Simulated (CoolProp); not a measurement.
A single-stage vapour-compression cycle with the fluid: evaporating at 303.15 K (dew point), condensing at 342.15 K (bubble point), superheat 8 K, subcooling 0 K, compressor efficiency 0.6, no pressure losses. The same conditions are run with several fluids, on thermodynamics alone (safety and materials aside).

Model: reference Helmholtz-energy equation of state of each fluid (R1336mzz(Z): McLinden 2020; vinyl chloride: Thol 2022; 1,2-dichloroethane: Thol 2015; R21: Platzer 1990; hydrogen sulfide: Lemmon 2006; R1233zd(E): Akasaka 2022), in CoolProp. The equations of Platzer and Polt are older, rougher fits.

```json
[
 {"fluid": "R1336mzz(Z)", "cooling COP": "3.83", "pressure ratio": "3.57", "discharge temperature (K)": "?", "refrigerating effect (kJ/kg)": "124", "volumetric capacity (kJ/m³)": "730"},
 {"fluid": "vinyl chloride", "cooling COP": "3.97", "pressure ratio": "2.68", "discharge temperature (K)": "388.0", "refrigerating effect (kJ/kg)": "263", "volumetric capacity (kJ/m³)": "3150"},
 {"fluid": "1,2-dichloroethane", "cooling COP": "4.24", "pressure ratio": "4.73", "discharge temperature (K)": "394.7", "refrigerating effect (kJ/kg)": "307", "volumetric capacity (kJ/m³)": "157"},
 {"fluid": "R21", "cooling COP": "?", "pressure ratio": "3.05", "discharge temperature (K)": "389.6", "refrigerating effect (kJ/kg)": "190", "volumetric capacity (kJ/m³)": "?"},
 {"fluid": "hydrogen sulfide", "cooling COP": "3.38", "pressure ratio": "?", "discharge temperature (K)": "412.1", "refrigerating effect (kJ/kg)": "318", "volumetric capacity (kJ/m³)": "11600"},
 {"fluid": "R1233zd(E)", "cooling COP": "3.93", "pressure ratio": "3.21", "discharge temperature (K)": "361.1", "refrigerating effect (kJ/kg)": "146", "volumetric capacity (kJ/m³)": "1210"}
]
```

Fill in the missing entries.


- R1336mzz(Z), discharge temperature (K): 351.5
- R21, cooling COP: 4.06
- R21, volumetric capacity (kJ/m³): 1720
- hydrogen sulfide, pressure ratio: 2.28
